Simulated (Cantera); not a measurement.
An adiabatic, constant-pressure homogeneous reactor starts with CH4 : H2 : O2 : N2 = 1 : 1.3 : 5.1 : 19.2 (molar parts), at 1225 K and 21800 Torr. Integrator tolerance rtol = 1e-08.

Cantera simulation using GRI-Mech 3.0 (53 species, 325 reactions); the numbers are that mechanism's predictions, not measurements. The pressure lies above the range GRI-Mech 3.0 was tuned for (to about 10 atm).

What does this change do: pressure from 21800 Torr to 7500 Torr?


| quantity | before | after |
|---|---|---|
| time of steepest temperature rise | 0.157 ms | 0.142 ms |
| temperature at 0.400 s | 2316 K | 2309 K |
| equilibrium temperature | 2316 K | 2309 K |
| x(CH4) at 0.400 s | <1e-12 (gas-phase equilibrium <1e-12) | <1e-12 (gas-phase equilibrium <1e-12) |
| x(H2) at 0.400 s | 0.000179 (gas-phase equilibrium 0.000179) | 0.000292 (gas-phase equilibrium 0.000292) |
| x(O2) at 0.400 s | 0.0885 (gas-phase equilibrium 0.0885) | 0.0884 (gas-phase equilibrium 0.0884) |
| x(NO2) at 0.400 s | 3.90e-5 (gas-phase equilibrium 3.90e-5) | 2.27e-5 (gas-phase equilibrium 2.27e-5) |
| x(CH2O) at 0.400 s | <1e-12 (gas-phase equilibrium <1e-12) | <1e-12 (gas-phase equilibrium <1e-12) |

What does this change do: pressure from 21800 Torr to 375 Torr?


| quantity | before | after |
|---|---|---|
| time of steepest temperature rise | 0.157 ms | 0.596 ms |
| temperature at 0.400 s | 2316 K | 2274 K |
| equilibrium temperature | 2316 K | 2273 K |
| x(CH4) at 0.400 s | <1e-12 (gas-phase equilibrium <1e-12) | <1e-12 (gas-phase equilibrium <1e-12) |
| x(H2) at 0.400 s | 0.000179 (gas-phase equilibrium 0.000179) | 0.00104 (gas-phase equilibrium 0.00104) |
| x(O2) at 0.400 s | 0.0885 (gas-phase equilibrium 0.0885) | 0.0884 (gas-phase equilibrium 0.0882) |
| x(NO2) at 0.400 s | 3.90e-5 (gas-phase equilibrium 3.90e-5) | 4.66e-6 (gas-phase equilibrium 4.91e-6) |
| x(CH2O) at 0.400 s | <1e-12 (gas-phase equilibrium <1e-12) | <1e-12 (gas-phase equilibrium <1e-12) |
